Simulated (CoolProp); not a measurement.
Saturation properties of tetrahydrofuran (Tc = 267.0 °C, pc = 5.304 MPa, ω = 0.234).

The numbers come from the reference Helmholtz-energy equation of state, Fiedler 2023 in CoolProp.

```tsv
T (°C)	p (MPa)	liquid density (kg/m³)	liquid cp (kJ/(kg K))
142.45	0.7246	739.2	2.242
155.65	0.9410	720.3	2.316
168.85	1.202	700.4	2.397
181.95	1.511	679.3	2.489
195.15	1.879	656.3	2.600
208.35	2.310	630.9	2.741
221.55	2.813	602.0	2.941
234.75	3.398	567.7	3.276
247.95	4.081	522.7	4.041
```

It boils at 65.9 °C under 1 atm.
